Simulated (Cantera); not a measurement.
A perfectly stirred reactor is fed with CH₄ : H₂ : N₂ = 0.031 : 1 : 0.018 (molar parts), at 20.0 Torr; it is held at 2125 K, and followed from long to short residence time.

Cantera simulation using GRI-Mech 3.0 (53 species, 325 reactions); the numbers are that mechanism's predictions, not measurements. GRI-Mech 3.0 stops at C3 and has no aromatics, soot or wall deposition, so with more carbon than oxygen in the feed, carbon stays in small species such as C2H2 where larger ones or solid carbon would form. Radical loss at walls, strong at low pressure, is not modelled.

Problem. What does this change do: 0.088 parts H2O added?

Solution. 
```csv
quantity,before,after
x(CH₄) at τ = 2.70 s,0.000328,0.000173
x(H₂) at τ = 2.70 s,0.949,0.897
x(H) at τ = 2.70 s,0.0196,0.0156
x(C₂H₆) at τ = 2.70 s,1.66e-9,3.98e-10
x(C₂H) at τ = 2.70 s,8.02e-6,2.45e-8
x(CH₄) at τ = 38.0 ms,0.00603,0.00546
x(H₂) at τ = 38.0 ms,0.955,0.887
x(H) at τ = 38.0 ms,0.0105,0.00968
x(C₂H₆) at τ = 38.0 ms,3.09e-7,2.41e-7
x(C₂H) at τ = 38.0 ms,3.28e-6,1.93e-6
```

Problem. What does this change do: temperature 2125 to 1225 K?

Solution. 
| quantity | before | after |
|---|---|---|
| x(CH₄) at τ = 2.70 s | 0.000328 | 0.0296 |
| x(H₂) at τ = 2.70 s | 0.949 | 0.953 |
| x(H) at τ = 2.70 s | 0.0196 | 9.49e-7 |
| x(C₂H₆) at τ = 2.70 s | 1.66e-9 | 6.86e-8 |
| x(C₂H) at τ = 2.70 s | 8.02e-6 | <1e-12 |
| x(CH₄) at τ = 38.0 ms | 0.00603 | 0.0296 |
| x(H₂) at τ = 38.0 ms | 0.955 | 0.953 |
| x(H) at τ = 38.0 ms | 0.0105 | 2.25e-8 |
| x(C₂H₆) at τ = 38.0 ms | 3.09e-7 | 2.27e-12 |
| x(C₂H) at τ = 38.0 ms | 3.28e-6 | <1e-12 |

Problem. What does this change do: temperature 2125 to 1648 K?

Solution. 
| quantity | before | after |
|---|---|---|
| x(CH₄) at τ = 2.70 s | 0.000328 | 0.0153 |
| x(H₂) at τ = 2.70 s | 0.949 | 0.960 |
| x(H) at τ = 2.70 s | 0.0196 | 0.000482 |
| x(C₂H₆) at τ = 2.70 s | 1.66e-9 | 6.71e-7 |
| x(C₂H) at τ = 2.70 s | 8.02e-6 | 1.47e-8 |
| x(CH₄) at τ = 38.0 ms | 0.00603 | 0.0292 |
| x(H₂) at τ = 38.0 ms | 0.955 | 0.953 |
| x(H) at τ = 38.0 ms | 0.0105 | 0.000247 |
| x(C₂H₆) at τ = 38.0 ms | 3.09e-7 | 9.04e-7 |
| x(C₂H) at τ = 38.0 ms | 3.28e-6 | 8.09e-11 |
